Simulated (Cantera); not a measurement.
A closed system holds: 1 mol H₂S, 2.7 mol H₂O, 0.15 mol O₂, 0.71 mol H₂, equilibrated at 0.000600 bar.

Method: chemical equilibrium by Gibbs-energy minimisation in Cantera with the NASA 1993 tables (ideal gas, pure condensed phases). Candidate condensed phases: H₂O, H₂SO₄, S; 19 gas species. Gases not in the tables: S₃ to S₇. Kinetics and transport are ignored.

x: gas mole fraction; nothing condenses.

| T (K) | x H₂O | x H₂ | x S₂ | x SO₂ | x H₂S | x SO | x H |
|---|---|---|---|---|---|---|---|
| 1225 | 0.599 | 0.275 | 0.0800 | 0.00979 | 0.0353 | 0.000325 | ? |
| 1275 | 0.585 | 0.291 | 0.0811 | 0.0143 | 0.0266 | 0.000628 | ? |
| 1325 | 0.570 | 0.307 | 0.0805 | 0.0197 | 0.0202 | 0.00114 | ? |
| 1375 | 0.553 | 0.323 | 0.0784 | 0.0261 | 0.0156 | 0.00194 | ? |
| 1425 | 0.534 | 0.340 | 0.0752 | 0.0330 | 0.0122 | 0.00313 | ? |
| 1475 | 0.514 | 0.357 | 0.0711 | 0.0402 | 0.00957 | 0.00482 | ? |
| 1525 | 0.494 | 0.373 | 0.0664 | 0.0474 | 0.00760 | 0.00712 | ? |
| 1575 | 0.473 | 0.389 | 0.0611 | 0.0544 | 0.00606 | 0.0101 | ? |
| 1625 | 0.453 | 0.405 | 0.0554 | 0.0609 | 0.00485 | 0.0139 | ? |
| 1675 | 0.432 | 0.419 | 0.0494 | 0.0667 | 0.00388 | 0.0185 | ? |
| 1725 | 0.413 | 0.432 | 0.0432 | 0.0716 | 0.00310 | 0.0238 | ? |

Complete the blanks.


- 1225, x H: 6.67e-6
- 1275, x H: 1.62e-5
- 1325, x H: 3.70e-5
- 1375, x H: 7.95e-5
- 1425, x H: 0.000162
- 1475, x H: 0.000316
- 1525, x H: 0.000590
- 1575, x H: 0.00106
- 1625, x H: 0.00183
- 1675, x H: 0.00307
- 1725, x H: 0.00498
